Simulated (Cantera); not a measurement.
Input: 1 mol SiHCl₃, 0.016 mol CH₄, a varied amount of H₂, equilibrated at 1325 K and 0.133 bar.

Equilibrium computed with Cantera from the NASA thermochemical tables; the gas is ideal and each condensed phase is pure. Candidate condensed phases: C, C₆H₆, C₇H₈, C₈H₁₈, Si, SiC; 109 gas species. Mutual solubility and eutectic melting of coexisting phases are not modelled. The tables' values for SiCl₃ are old estimates; treat these amounts as uncertain. Equilibrium is a limit: real reactors are often held back by kinetics, nucleation or transport.

log p: log10 of the partial pressure in bar; n: condensed amount in mol.

| n(H₂) (mol) | log p H₂ | log p HCl | log p SiCl₂ | log p SiCl₃ | n Si(s) | n SiC(s) |
|---|---|---|---|---|---|---|
| 120 | -0.89 | -2.55 | [?] | -4.92 | 0.800 | 0.0156 |
| 190 | -0.88 | -2.72 | [?] | -5.45 | 0.862 | 0.0154 |
| 260 | -0.88 | -2.84 | [?] | -5.82 | 0.893 | 0.0152 |
| 320 | -0.88 | -2.93 | [?] | -6.08 | 0.909 | 0.0150 |
| 390 | -0.88 | -3.01 | [?] | -6.32 | 0.923 | 0.0148 |
| 460 | -0.88 | -3.08 | [?] | -6.53 | 0.932 | 0.0146 |
| 530 | -0.88 | -3.14 | [?] | -6.71 | 0.939 | 0.0144 |
| 590 | -0.88 | -3.18 | [?] | -6.84 | 0.944 | 0.0142 |
| 660 | -0.88 | -3.23 | [?] | -6.98 | 0.948 | 0.0140 |
| 730 | -0.88 | -3.27 | [?] | -7.11 | 0.952 | 0.0138 |
| 790 | -0.88 | -3.31 | [?] | -7.21 | 0.955 | 0.0136 |

Question: Fill in the missing entries.

Answer: 
- 120, log p SiCl₂: -3.77
- 190, log p SiCl₂: -4.12
- 260, log p SiCl₂: -4.37
- 320, log p SiCl₂: -4.54
- 390, log p SiCl₂: -4.70
- 460, log p SiCl₂: -4.84
- 530, log p SiCl₂: -4.96
- 590, log p SiCl₂: -5.05
- 660, log p SiCl₂: -5.15
- 730, log p SiCl₂: -5.23
- 790, log p SiCl₂: -5.30
